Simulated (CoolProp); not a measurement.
Saturation properties of decamethylcyclopentasiloxane (D5) (Tc = 345.1 °C, pc = 1.078 MPa, ω = 0.631).

The numbers come from the reference Helmholtz-energy equation of state, Thol 2019 in CoolProp.

```
T (°C)    p (MPa)  vapour density (kg/m³)  enthalpy of vaporisation (kJ/kg)  surface tension (mN/m)
------  ---------  ----------------------  --------------------------------  ----------------------
46.35   0.0001061                 0.01482                             166.3                    16.5
50.95   0.0001473                 0.02028                             164.6                    16.1
55.55   0.0002019                 0.02742                             162.9                    15.8
60.05   0.0002718                 0.03641                             161.3                    15.5
64.65   0.0003643                 0.04814                             159.6                    15.1
69.15   0.0004800                 0.06263                             158.0                    14.8
73.75   0.0006301                 0.08115                             156.4                    14.5
78.25   0.0008144                  0.1036                             154.8                    14.1
82.85    0.001049                  0.1318                             153.2                    13.8
87.35    0.001332                  0.1654                             151.6                    13.5
91.95    0.001687                  0.2069                             150.0                    13.2
96.45    0.002109                  0.2557                             148.5                    12.8
101.05   0.002628                  0.3151                             146.9                    12.5
105.65   0.003252                  0.3856                             145.4                    12.2
110.15   0.003978                  0.4667                             143.9                    11.9
```

It boils at 210.9 °C under 1 atm.

Surface tension comes from a separate correlation (Mulero 2014), older than this fluid's equation and unchecked against measurements.
